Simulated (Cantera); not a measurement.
An isothermal, constant-pressure homogeneous reactor starts with 17.9 % C2H6, 82.1 % H2, at 1325 K and 1.00 atm.

Computed with Cantera and GRI-Mech 3.0 (53 species, 325 reactions). GRI-Mech 3.0 stops at C3 and has no aromatics, soot or wall deposition, so with more carbon than oxygen in the feed, carbon stays in small species such as C2H2 where larger ones or solid carbon would form.

### Question
Predict: x(C2H6) at 1.00 s; x(H2) at 1.00 s; x(C2H2) at 1.00 s; x(CH4) at 1.00 s; x(CH3) at 1.00 s; x(C2H4) at 1.00 s.

### Answer
- x(C2H6) at 1.00 s = 0.00102 (gas-phase equilibrium 0.000236)
- x(H2) at 1.00 s = 0.741 (gas-phase equilibrium 0.666)
- x(C2H2) at 1.00 s = 0.0263 (gas-phase equilibrium 0.00645)
- x(CH4) at 1.00 s = 0.193 (gas-phase equilibrium 0.318)
- x(CH3) at 1.00 s = 1.98e-5 (gas-phase equilibrium 1.26e-5)
- x(C2H4) at 1.00 s = 0.0385 (gas-phase equilibrium 0.00891)
